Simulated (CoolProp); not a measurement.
Sulfur dioxide at several states: fugacity coefficient from the reference equation and from simpler models built on Tc = 157.5 °C, pc = 7.887 MPa, ω = 0.256; each cubic takes its own stable root.

The numbers come from the reference Helmholtz-energy equation of state, Gao 2016 in CoolProp.

```
T (°C)  p (MPa)   phase  reference
------  -------  ------  ---------
75.85        35  liquid    0.07105
151.25     8.67  liquid     0.5717
63.65        28  liquid    0.06075
107.95     1.04     gas     0.9304
199.55    0.899     gas     0.9717
92.55      1.34     gas     0.8962
```

### Question
How far does each simpler model (van der Waals, Redlich-Kwong, Peng-Robinson) lie from the reference over these 6 states: mean and median of the absolute difference, and the worst?

### Answer
- van der Waals: mean 55.4 %, median 6.7 %, worst +168.1 % at 63.65 °C and 28 MPa
- Redlich-Kwong: mean 14.5 %, median 2.5 %, worst +42.8 % at 63.65 °C and 28 MPa
- Peng-Robinson: mean 0.4 %, median 0.2 %, worst -1.2 % at 151.25 °C and 8.67 MPa
